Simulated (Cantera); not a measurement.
A Cantera script and what it prints.

```python
import numpy as np
import cantera as ct

gas_names = """
    H HO2 H2 H2O H2O2 O OH O2 O3 Ti TiO TiO2
""".split()
cond_names = """
    H2O(s) H2O(L) Ti(a) Ti(b) Ti(L) TiO(a) TiO(b) TiO(L) TiO2(ru) TiO2(L) Ti2O3(a) Ti2O3(b) Ti2O3(L)
    Ti3O5(a) Ti3O5(b) Ti3O5(L) Ti4O7(s) Ti4O7(L)
""".split()


# ... load() reads the species with a 1 bar reference pressure and builds the phases ...
atoms = {
    'Ti': {'Ti': 1},
    'O2': {'O': 2},
    'H2': {'H': 2},
}
top_T = {}  # K; cautious upper limits of use, not melting points


# ... equilibrate(T, P, feed) seeds the gas with the atoms and calls Mixture.equilibrate('TP', solver="vcs", rtol=1e-11, max_steps=5000) ...
results = []
feed = {'Ti': 1, 'O2': 7.4, 'H2': 1.1}  # mol
T = 898  # K
P = 133.322  # Pa
mix = equilibrate(T, P, feed)
results.append((T, P, feed, dict(zip(mix.species_names, mix.species_moles))))
x = sorted(zip(gas.X, gas.species_names), reverse=True)
print(f"T = {T:g} K  P = {P:g} Pa  gas = {mix.phase_moles(0):.4g} mol")
print("   x: " + "  ".join(f"{s} {v:.3e}" for v, s in x if v > 0.001))
print("   condensed (mol): " + ("  ".join(f"{mix.phase(i).name} {mix.phase_moles(i):.4g}"
      for i in range(1, mix.n_phases) if mix.phase_moles(i) > 1e-12) or "none"))
```

Output:

```
T = 898 K  P = 133.322 Pa  gas = 6.95 mol
   x: O2 8.417e-01  H2O 1.583e-01
   condensed (mol): TiO2(ru) 1
```

These are equilibrium values from Cantera (NASA tables, ideal gas, pure condensed phases), not measurements of a reactor.
